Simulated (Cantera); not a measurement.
Pyrogenic steam for wet oxidation

An isothermal, constant-pressure homogeneous reactor starts with 1.39 % H2, 1.45 % O2, 97.2 % N2, equivalence ratio 0.48, at 900 K and 100.0 Torr.

Model: the H2/O2 subset of GRI-Mech 3.0, which has no nitrogen chemistry, integrated in Cantera. Radical loss at walls, strong at low pressure, is not modelled. Below about 950 K walls govern HO2 and H2O2 in real vessels.

```json
[
 {"t (s)": "5.00e-5", "x H2": "0.0139", "x O2": "0.0145", "x O": "<1e-12", "x HO2": "<1e-12", "x OH": "<1e-12", "x H": "<1e-12", "x H2O": "<1e-12"},
 {"t (s)": "0.000232", "x H2": "0.0139", "x O2": "0.0145", "x O": "<1e-12", "x HO2": "<1e-12", "x OH": "<1e-12", "x H": "<1e-12", "x H2O": "<1e-12"},
 {"t (s)": "0.00108", "x H2": "0.0139", "x O2": "0.0145", "x O": "<1e-12", "x HO2": "1.15e-12", "x OH": "<1e-12", "x H": "1.13e-12", "x H2O": "<1e-12"},
 {"t (s)": "0.00500", "x H2": "0.0139", "x O2": "0.0145", "x O": "3.26e-12", "x HO2": "1.26e-11", "x OH": "<1e-12", "x H": "2.11e-11", "x H2O": "2.76e-11"},
 {"t (s)": "0.0232", "x H2": "0.0139", "x O2": "0.0145", "x O": "1.27e-7", "x HO2": "3.26e-7", "x OH": "3.55e-8", "x H": "8.15e-7", "x H2O": "1.34e-6"},
 {"t (s)": "0.108", "x H2": "0.000142", "x O2": "0.00766", "x O": "1.01e-5", "x HO2": "6.82e-7", "x OH": "9.60e-6", "x H": "9.03e-6", "x H2O": "0.0139"},
 {"t (s)": "0.500", "x H2": "2.04e-5", "x O2": "0.00760", "x O": "8.00e-7", "x HO2": "2.54e-7", "x OH": "1.71e-6", "x H": "1.88e-7", "x H2O": "0.0140"},
 {"t (s)": "2.32", "x H2": "1.71e-6", "x O2": "0.00759", "x O": "5.69e-8", "x HO2": "3.70e-8", "x OH": "5.61e-7", "x H": "5.09e-9", "x H2O": "0.0140"},
 {"t (s)": "10.8", "x H2": "4.31e-8", "x O2": "0.00759", "x O": "3.19e-9", "x HO2": "1.49e-9", "x OH": "1.74e-7", "x H": "5.53e-11", "x H2O": "0.0140"},
 {"t (s)": "50.0", "x H2": "5.20e-10", "x O2": "0.00759", "x O": "3.59e-10", "x HO2": "9.67e-11", "x OH": "5.97e-8", "x H": "1.20e-12", "x H2O": "0.0140"}
]
```
x: mole fraction; the columns are a selection and need not sum to one.

Equilibrium at this temperature and pressure: H2 1.42e-12, O2 0.00759, O 1.29e-12, HO2 2.96e-12, OH 3.56e-9, H <1e-12, H2O 0.0140 (gas phase only).
